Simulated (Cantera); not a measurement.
An adiabatic, constant-volume homogeneous reactor starts with C₂H₄ : O₂ : N₂ : H₂O = 0.72 : 1.5 : 5.64 : 0.62 (molar parts), at 1623 K and 280000 Pa.

Detailed kinetics in Cantera: GRI-Mech 3.0 (53 species, 325 reactions). GRI-Mech 3.0 was tuned for natural gas; its chemistry of ethylene as a main component is partial and can be far from experiment. Above 3000 K some thermodynamic fits are extrapolated.

Question: Predict: time of steepest temperature rise; temperature at 1.00 s; equilibrium temperature; x(O₂) at 1.00 s; x(H₂O) at 1.00 s; x(H₂O₂) at 1.00 s; x(H₂) at 1.00 s.

Answer: time of steepest temperature rise: 6.92 µs
temperature at 1.00 s: 3104 K
equilibrium temperature: 3104 K
x(O₂) at 1.00 s: 0.00534 (gas-phase equilibrium 0.00534)
x(H₂O) at 1.00 s: 0.146 (gas-phase equilibrium 0.146)
x(H₂O₂) at 1.00 s: 5.25e-7 (gas-phase equilibrium 5.25e-7)
x(H₂) at 1.00 s: 0.0516 (gas-phase equilibrium 0.0516)
